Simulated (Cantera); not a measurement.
A freely propagating, adiabatic, planar premixed flame of 4.18 % CH₄, 2.01 % C₂H₆, 19.7 % O₂, 74.1 % N₂, equivalence ratio 0.78, unburnt at 375 K and 82.5 Torr; mixture-averaged transport, grid criteria slope 0.08 and curve 0.16, no radiation.

Computed with Cantera and GRI-Mech 3.0 (53 species, 325 reactions). Burning velocities carry a grid error of a few per cent, more on coarse grids.

x: mole fraction of selected species; z is measured from the peak of heat release.

```
z (mm)       T (K)  u (m/s)     x CH₄    x C₂H₆    x O₂   x CH₂CO    x N₂O     x HO₂
------  ----------  -------  --------  --------  ------  --------  -------  --------
-8.62          375    0.684    0.0418    0.0201   0.197     <1e-8    <1e-8   1.78e-8
-5.75          376    0.685    0.0418    0.0201   0.197     <1e-8    <1e-8   3.86e-7
-4.31          379    0.692    0.0416    0.0200   0.197   1.86e-8    <1e-8   2.77e-6
-2.87   (withheld)    0.763    0.0405    0.0198   0.194   6.37e-7    <1e-8   2.85e-5
-1.44   (withheld)     1.41    0.0313    0.0154   0.168   2.94e-5    <1e-8   6.07e-5
-0.719  (withheld)     2.15    0.0196   0.00727   0.134  0.000126    <1e-8  0.000119
0       (withheld)     2.85   0.00613  0.000585  0.0927  0.000184    <1e-8  0.000137
0.719         1627     3.11  0.000694   3.21e-6  0.0686   3.80e-5  1.44e-8   1.87e-5
1.44          1658     3.16   4.39e-5     <1e-8  0.0594   2.09e-6  1.90e-8   3.25e-6
2.87          1686     3.20   1.46e-7     <1e-8  0.0539     <1e-8  2.13e-8   2.18e-6
5.75          1723     3.25     <1e-8     <1e-8  0.0512     <1e-8  2.17e-8   1.93e-6
11.5          1770     3.33     <1e-8     <1e-8  0.0497     <1e-8  2.32e-8   1.67e-6
23.0          1831     3.43     <1e-8     <1e-8  0.0483     <1e-8  2.66e-8   1.34e-6
```

Problem. Fill in the missing entries.

Solution. 
- -2.87, T (K): 416
- -1.44, T (K): 757
- -0.719, T (K): 1137
- 0, T (K): 1493
